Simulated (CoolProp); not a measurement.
Vapour-liquid equilibrium of ethylene (1) + 1-butene (2) at 206.2 K; x and y are mole fractions of (1).

The numbers come from the multi-fluid Helmholtz-energy mixture model, Smukala 2000 and Lemmon 2005; pair parameters Bell 2016 in CoolProp.

```tsv
x	bubble pressure (MPa)	y at the bubble point	dew pressure at overall composition x (MPa)	liquid density (mol/L)
0.05	0.03323	0.879	0.004374	12.57
0.15	0.09084	0.959	0.004887	13.07
0.25	0.1481	0.977	0.005535	13.60
0.35	0.2051	0.985	0.006381	14.16
0.45	0.2621	0.990	0.007531	14.74
0.55	0.3189	0.993	0.009187	15.36
0.65	0.3756	0.995	0.01178	16.00
0.75	0.4324	0.997	0.01640	16.65
0.85	0.4902	0.998	0.02698	17.30
0.95	0.5504	0.999	0.07603	17.93
```

No azeotrope shows between x = 0.05 and 0.95.

The pair parameters rest on a limited set of measurements; away from them the model extrapolates. The gap from Raoult's law changes sign with composition, which may be real or a fault of the pair parameters; it wasn't checked against measurements.
